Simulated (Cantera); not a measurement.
# Equilibrium for chlorosilane synthesis and conversion: Si + Cl2 + H2 + HCl

Input: 1 mol Si, 0.99 mol Cl2, 12 mol H2, 0.86 mol HCl, equilibrated at 6.80 bar.

Equilibrium computed with Cantera from the NASA thermochemical tables; the gas is ideal and each condensed phase is pure. Candidate condensed phases: Si; 19 gas species. The tables' values for SiCl3 are old estimates; treat these amounts as uncertain. Rates play no part.

From 950 K to 1450 K the condensed part is Si(s). The main Si-bearing gas is SiHCl3 throughout. The share of Si in condensed phases is highest at 1450 K (30.0 %) and lowest at 950 K (16.0 %).

| T (K) | x H2 | x HCl | x SiHCl3 | x SiCl4 | x SiCl2 | n Si(s) |
|---|---|---|---|---|---|---|
| 950 | 0.932 | 0.00331 | 0.0337 | 0.0261 | 1.79e-5 | 0.160 |
| 1000 | 0.931 | 0.00516 | 0.0330 | 0.0260 | 4.86e-5 | 0.167 |
| 1050 | 0.929 | 0.00770 | 0.0322 | 0.0257 | 0.000119 | 0.176 |
| 1100 | 0.927 | 0.0110 | 0.0312 | 0.0252 | 0.000267 | 0.188 |
| 1150 | 0.924 | 0.0153 | 0.0301 | 0.0245 | 0.000554 | 0.202 |
| 1200 | 0.920 | 0.0204 | 0.0287 | 0.0234 | 0.00107 | 0.218 |
| 1250 | 0.915 | 0.0265 | 0.0270 | 0.0221 | 0.00194 | 0.236 |
| 1300 | 0.910 | 0.0336 | 0.0251 | 0.0203 | 0.00330 | 0.254 |
| 1350 | 0.904 | 0.0413 | 0.0228 | 0.0182 | 0.00531 | 0.272 |
| 1400 | 0.897 | 0.0495 | 0.0202 | 0.0158 | 0.00807 | 0.287 |
| 1450 | 0.890 | 0.0579 | 0.0174 | 0.0132 | 0.0116 | 0.300 |
x: gas mole fraction; n: condensed amount in mol.
